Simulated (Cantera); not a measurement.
What does this Cantera script print?

```python
import numpy as np
import cantera as ct

gas_names = """
    Cu CuF CuF2 Cu2 F F2 H HF H2 H2F2 H3F3 H4F4 H5F5 H6F6 H7F7 N NF NF2 NF3 NH NH2 NH3 N2 N2H2 N2H4
""".split()
cond_names = """
    Cu(cr) Cu(L) CuF2(s) CuF2(L)
""".split()


def load(file, names, dense=False):
    # The tables refer to 1 bar. Condensed volumes are neglected.
    table = {s.name: s for s in ct.Species.list_from_file(file)}
    out = []
    for n in names:
        d = dict(table[n].input_data)
        d["thermo"] = dict(d["thermo"], **{"reference-pressure": 1e5})
        if dense:
            d["equation-of-state"] = {"model": "constant-volume", "density": "1e6 g/cm^3"}
        out.append(ct.Species.from_dict(d))
    return out


gas = ct.Solution(thermo="ideal-gas", species=load("nasa_gas.yaml", gas_names))
cond = {s.name: ct.Solution(thermo="fixed-stoichiometry", species=[s], name=s.name)
        for s in load("nasa_condensed.yaml", cond_names, dense=True)}
atoms = {
    'Cu': {'Cu': 1},
    'HF': {'H': 1, 'F': 1},
    'N2': {'N': 2},
}
top_T = {}  # K; cautious upper limits of use, not melting points


def equilibrate(T, P, feed):
    n = {}
    for name, mol in feed.items():
        for a, k in atoms[name].items():
            n[a] = n.get(a, 0.0) + k * mol
    gas.TPX = T, P, n
    mass = sum(n.values()) * gas.mean_molecular_weight
    gas.equilibrate("TP")
    valid = [c for c in cond.values() if c.min_temp <= T <= top_T.get(c.name, c.max_temp)]
    mix = ct.Mixture([(gas, mass / gas.mean_molecular_weight)] + [(c, 0.0) for c in valid])
    mix.T, mix.P = T, P
    mix.equilibrate("TP", solver="vcs", rtol=1e-11, max_steps=5000)
    return mix


results = []
feed = {'Cu': 1, 'HF': 15, 'N2': 0.27}  # mol
P = 160  # Pa
for T in [1098, 1148, 1198, 1248, 1298, 1348, 1398, 1448, 1498]:
    mix = equilibrate(T, P, feed)
    results.append((T, P, feed, dict(zip(mix.species_names, mix.species_moles))))

top = {s: max(r[3][s] / sum(r[3][g] for g in gas_names) for r in results) for s in gas_names}
cols = sorted((s for s in top if top[s] > 1e-05), key=lambda s: -top[s])[:5]
seen = [c for c in cond_names if any(r[3].get(c, 0) > 1e-12 for r in results)]
print("log10 of partial pressures in bar; condensed amounts in mol")
print(f"{'T/K':>10s}" + "".join(f"{s[:9]:>10s}" for s in cols + seen))
for T, P, feed, n in results:
    ng = sum(n[g] for g in gas_names)
    print(f"{T:10.4g}" + "".join(f"{np.log10(max(n[s] / ng * P / 1e5, 1e-99)):10.3f}" for s in cols)
          + "".join(f"{n.get(c, 0):10.4g}" for c in seen))
```

Result:

```
log10 of partial pressures in bar; condensed amounts in mol
       T/K        HF        N2       CuF        Cu        H2    Cu(cr)     Cu(L)
      1098    -2.804    -4.548    -7.160    -9.254    -7.461    0.9993         0
      1148    -2.804    -4.548    -6.807    -8.565    -7.108    0.9985         0
      1198    -2.804    -4.548    -6.484    -7.935    -6.785    0.9968         0
      1248    -2.804    -4.548    -6.188    -7.356    -6.489    0.9934         0
      1298    -2.804    -4.549    -5.915    -6.822    -6.216    0.9869         0
      1348    -2.805    -4.549    -5.662    -6.329    -5.964    0.9747         0
      1398    -2.805    -4.549    -5.438    -5.887    -5.740         0    0.9527
      1448    -2.807    -4.550    -5.233    -5.479    -5.535         0    0.9122
      1498    -2.810    -4.552    -5.043    -5.100    -5.346         0    0.8363
```

Method: chemical equilibrium by Gibbs-energy minimisation in Cantera with the NASA 1993 tables (ideal gas, pure condensed phases).
